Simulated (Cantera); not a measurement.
What does this Cantera script print?

```python
import numpy as np
import cantera as ct

gas_names = """
    CL CL2 H HCL H2 Si SiCL SiCL2 SiCL3 SiCL4 SiH SiHCL3 SiH2 SiH2CL2 SiH3 SiH3CL SiH4 Si2 Si3
""".split()
cond_names = """
    Si(cr) Si(L)
""".split()


# ... load() reads the species with a 1 bar reference pressure and builds the phases ...
atoms = {
    'SiCl4': {'Si': 1, 'CL': 4},
    'Cl2': {'CL': 2},
    'H2': {'H': 2},
}
top_T = {}  # K; cautious upper limits of use, not melting points


# ... equilibrate(T, P, feed) seeds the gas with the atoms and calls Mixture.equilibrate('TP', solver="vcs", rtol=1e-11, max_steps=5000) ...
results = []
feed = {'SiCl4': 1, 'Cl2': 0.61, 'H2': 0.9}  # mol
P = 2400000  # Pa
for T in [998, 1048, 1098, 1148, 1198, 1248, 1298, 1348, 1398, 1448, 1498, 1548, 1598]:
    mix = equilibrate(T, P, feed)
    results.append((T, P, feed, dict(zip(mix.species_names, mix.species_moles))))

top = {s: max(r[3][s] / sum(r[3][g] for g in gas_names) for r in results) for s in gas_names}
cols = sorted((s for s in top if top[s] > 0.0001), key=lambda s: -top[s])[:9]
seen = [c for c in cond_names if any(r[3].get(c, 0) > 1e-12 for r in results)]
print("log10 of partial pressures in bar; condensed amounts in mol")
print(f"{'T/K':>10s}" + "".join(f"{s[:9]:>10s}" for s in cols + seen))
for T, P, feed, n in results:
    ng = sum(n[g] for g in gas_names)
    print(f"{T:10.4g}" + "".join(f"{np.log10(max(n[s] / ng * P / 1e5, 1e-99)):10.3f}" for s in cols)
          + "".join(f"{n.get(c, 0):10.4g}" for c in seen))
```

Output:

```
log10 of partial pressures in bar; condensed amounts in mol
       T/K       HCL     SiCL4        H2     SiCL3    SiHCL3     SiCL2
       998     1.067     0.980     0.440    -3.797    -1.806    -7.185
      1048     1.068     0.979     0.439    -3.363    -1.639    -6.442
      1098     1.068     0.979     0.438    -2.969    -1.488    -5.769
      1148     1.069     0.978     0.436    -2.611    -1.352    -5.158
      1198     1.069     0.978     0.433    -2.285    -1.229    -4.601
      1248     1.070     0.976     0.430    -1.986    -1.117    -4.091
      1298     1.071     0.975     0.426    -1.712    -1.016    -3.623
      1348     1.072     0.973     0.421    -1.461    -0.925    -3.194
      1398     1.074     0.971     0.414    -1.230    -0.843    -2.800
      1448     1.076     0.967     0.406    -1.018    -0.771    -2.439
      1498     1.079     0.963     0.395    -0.825    -0.709    -2.108
      1548     1.082     0.957     0.382    -0.648    -0.657    -1.806
      1598     1.086     0.949     0.365    -0.489    -0.616    -1.533
```

Equilibrium computed with Cantera from the NASA thermochemical tables; the gas is ideal and each condensed phase is pure. The tables' values for SiCl3 are old estimates; treat these amounts as uncertain.
